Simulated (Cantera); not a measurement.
Charge: 1 mol Si2Cl6, a varied amount of NH3, equilibrated at 45.0 Torr.

Points: T (K) = 1200, 1300, 1400, 1500, 1600, 1700, 1800, 1900, 2000; n(NH3) (mol) = 0.22, 0.26, 0.3, 0.36, 0.42, 0.49, 0.57, 0.66, 0.77, 0.9, 1.1, 1.2, 1.4.

Cantera's Mixture.equilibrate('TP', solver="vcs", rtol=1e-11, max_steps=5000) on the NASA tables stopped like this:

```
ERROR: FAILURE its = 5001!

*******************************************************************************
CanteraError thrown by MultiPhase::equilibrate:
VCS solver failed. Return code: -1
*******************************************************************************
```

Question: What got this run through?

Answer: This is not unique; one that fits is The failure is numerical, not chemical. The same input converged with solver="gibbs", rtol=1e-10, max_steps=50000, and the result passed a check of the equilibrium conditions:
```
   1200       0.22  Si(cr) + Si3N4(a)
   1200       0.26  Si(cr) + Si3N4(a)
   1200        0.3  Si(cr) + Si3N4(a)
   1200       0.36  Si(cr) + Si3N4(a)
   1200       0.42  Si(cr) + Si3N4(a)
   1200       0.49  Si(cr) + Si3N4(a)
   1200       0.57  Si3N4(a)
   1200       0.66  Si3N4(a)
   1200       0.77  Si3N4(a)
   1200        0.9  Si3N4(a)
   1200        1.1  Si3N4(a)
   1200        1.2  Si3N4(a)
   1200        1.4  Si3N4(a)
   1300       0.22  Si(cr) + Si3N4(a)
   1300       0.26  Si(cr) + Si3N4(a)
   1300        0.3  Si(cr) + Si3N4(a)
   1300       0.36  Si(cr) + Si3N4(a)
   1300       0.42  Si3N4(a)
   1300       0.49  Si3N4(a)
   1300       0.57  Si3N4(a)
   1300       0.66  Si3N4(a)
   1300       0.77  Si3N4(a)
   1300        0.9  Si3N4(a)
   1300        1.1  Si3N4(a)
   1300        1.2  Si3N4(a)
   1300        1.4  Si3N4(a)
   1400       0.22  Si3N4(a)
   1400       0.26  Si3N4(a)
   1400        0.3  Si3N4(a)
   1400       0.36  Si3N4(a)
   1400       0.42  Si3N4(a)
   1400       0.49  Si3N4(a)
   1400       0.57  Si3N4(a)
   1400       0.66  Si3N4(a)
   1400       0.77  Si3N4(a)
   1400        0.9  Si3N4(a)
   1400        1.1  Si3N4(a)
   1400        1.2  Si3N4(a)
   1400        1.4  Si3N4(a)
   1500       0.22  Si3N4(a)
   1500       0.26  Si3N4(a)
   1500        0.3  Si3N4(a)
   1500       0.36  Si3N4(a)
   1500       0.42  Si3N4(a)
   1500       0.49  Si3N4(a)
   1500       0.57  Si3N4(a)
   1500       0.66  Si3N4(a)
   1500       0.77  Si3N4(a)
   1500        0.9  Si3N4(a)
   1500        1.1  Si3N4(a)
   1500        1.2  Si3N4(a)
   1500        1.4  Si3N4(a)
   1600       0.22  gas only
   1600       0.26  gas only
   1600        0.3  gas only
   1600       0.36  gas only
   1600       0.42  gas only
   1600       0.49  gas only
   1600       0.57  gas only
   1600       0.66  gas only
   1600       0.77  Si3N4(a)
   1600        0.9  Si3N4(a)
   1600        1.1  Si3N4(a)
   1600        1.2  Si3N4(a)
   1600        1.4  Si3N4(a)
   1700       0.22  gas only
   1700       0.26  gas only
   1700        0.3  gas only
   1700       0.36  gas only
   1700       0.42  gas only
   1700       0.49  gas only
   1700       0.57  gas only
   1700       0.66  gas only
   1700       0.77  gas only
   1700        0.9  gas only
   1700        1.1  gas only
   1700        1.2  gas only
   1700        1.4  gas only
   1800       0.22  gas only
   1800       0.26  gas only
   1800        0.3  gas only
   1800       0.36  gas only
   1800       0.42  gas only
   1800       0.49  gas only
   1800       0.57  gas only
   1800       0.66  gas only
   1800       0.77  gas only
   1800        0.9  gas only
   1800        1.1  gas only
   1800        1.2  gas only
   1800        1.4  gas only
   1900       0.22  gas only
   1900       0.26  gas only
   1900        0.3  gas only
   1900       0.36  gas only
   1900       0.42  gas only
   1900       0.49  gas only
   1900       0.57  gas only
   1900       0.66  gas only
   1900       0.77  gas only
   1900        0.9  gas only
   1900        1.1  gas only
   1900        1.2  gas only
   1900        1.4  gas only
   2000       0.22  gas only
   2000       0.26  gas only
   2000        0.3  gas only
   2000       0.36  gas only
   2000       0.42  gas only
   2000       0.49  gas only
   2000       0.57  gas only
   2000       0.66  gas only
   2000       0.77  gas only
   2000        0.9  gas only
   2000        1.1  gas only
   2000        1.2  gas only
   2000        1.4  gas only
```

The gas is ideal and each condensed phase is pure. The feed counts by its element totals alone. Mutual solubility and eutectic melting of coexisting phases are not modelled. The tables' values for SiCl3 are old estimates.
